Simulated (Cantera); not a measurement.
An isothermal, constant-pressure homogeneous reactor starts with C2H6 : N2 = 1 : 77 (molar parts), at 1950 K and 0.950 bar. Integrator tolerance rtol = 1e-08.

Detailed kinetics in Cantera: GRI-Mech 3.0 (53 species, 325 reactions). GRI-Mech 3.0 stops at C3 and has no aromatics, soot or wall deposition, so with more carbon than oxygen in the feed, carbon stays in small species such as C2H2 where larger ones or solid carbon would form.

Question: What does this change do: pressure from 0.950 bar to 0.240 bar?

Answer: 
| quantity | before | after |
|---|---|---|
| x(C2H6) at 2.00 s | 1.74e-11 (gas-phase equilibrium 3.75e-12) | <1e-12 (gas-phase equilibrium <1e-12) |
| x(CH2) at 2.00 s | 6.75e-9 (gas-phase equilibrium 3.75e-9) | 3.56e-9 (gas-phase equilibrium 3.74e-9) |
| x(HCN) at 2.00 s | 0.000174 (gas-phase equilibrium 0.0226) | 0.000219 (gas-phase equilibrium 0.0226) |
| x(H2) at 2.00 s | 0.0249 (gas-phase equilibrium 0.0249) | 0.0248 (gas-phase equilibrium 0.0248) |
| x(CH4) at 2.00 s | 4.82e-6 (gas-phase equilibrium 2.67e-6) | 6.40e-7 (gas-phase equilibrium 6.72e-7) |
| x(C2H4) at 2.00 s | 2.62e-6 (gas-phase equilibrium 2.53e-7) | 6.58e-7 (gas-phase equilibrium 6.36e-8) |

Question: What does this change do: C2H6 1 to 2.4 parts?

Answer: 
| quantity | before | after |
|---|---|---|
| x(C2H6) at 2.00 s | 1.74e-11 (gas-phase equilibrium 3.75e-12) | 3.90e-10 (gas-phase equilibrium 8.74e-11) |
| x(CH2) at 2.00 s | 6.75e-9 (gas-phase equilibrium 3.75e-9) | 2.45e-8 (gas-phase equilibrium 1.20e-8) |
| x(HCN) at 2.00 s | 0.000174 (gas-phase equilibrium 0.0226) | 0.000197 (gas-phase equilibrium 0.0463) |
| x(H2) at 2.00 s | 0.0249 (gas-phase equilibrium 0.0249) | 0.0568 (gas-phase equilibrium 0.0568) |
| x(CH4) at 2.00 s | 4.82e-6 (gas-phase equilibrium 2.67e-6) | 3.99e-5 (gas-phase equilibrium 1.95e-5) |
| x(C2H4) at 2.00 s | 2.62e-6 (gas-phase equilibrium 2.53e-7) | 1.36e-5 (gas-phase equilibrium 2.58e-6) |
